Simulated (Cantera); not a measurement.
A perfectly stirred reactor is fed with 3.01 % C3H8, 18.8 % O2, 70.7 % N2, 7.52 % H2O, equivalence ratio 0.80, at 4.93 atm; it is adiabatic with a 625 K inlet, and is followed from long to short residence time, starting on the burning branch (τ in s: 0.22, 0.087, 0.035, 0.014, 0.0054, 0.0021, 0.00085, 0.00034, 0.00013, 5.2e-05, 2.1e-05).

Cantera simulation using GRI-Mech 3.0 (53 species, 325 reactions); the numbers are that mechanism's predictions, not measurements. GRI-Mech 3.0 was tuned for natural gas; its chemistry of propane as a main component is partial and can be far from experiment.

Problem. Predict: blow-out, bracketed by the residence times tried; x(C3H8) at τ = 0.220 s; x(O2) at τ = 0.220 s; x(H2O) at τ = 0.220 s; x(H2O2) at τ = 0.220 s; x(CO) at τ = 0.220 s; x(C3H8) at τ = 2.10 ms; x(O2) at τ = 2.10 ms; x(H2O) at τ = 2.10 ms; x(H2O2) at τ = 2.10 ms; x(CO) at τ = 2.10 ms.

Solution. 
```
Property                                                                      Result
------------------------------------------------  ----------------------------------
blow-out, bracketed by the residence times tried  burning at 52.0 µs, out at 21.0 µs
x(C3H8) at τ = 0.220 s                                                       3.03e-8
x(O2) at τ = 0.220 s                                                          0.0354
x(H2O) at τ = 0.220 s                                                          0.188
x(H2O2) at τ = 0.220 s                                                       2.39e-7
x(CO) at τ = 0.220 s                                                        0.000943
x(C3H8) at τ = 2.10 ms                                                       2.42e-6
x(O2) at τ = 2.10 ms                                                          0.0374
x(H2O) at τ = 2.10 ms                                                          0.186
x(H2O2) at τ = 2.10 ms                                                       3.69e-7
x(CO) at τ = 2.10 ms                                                         0.00304
```
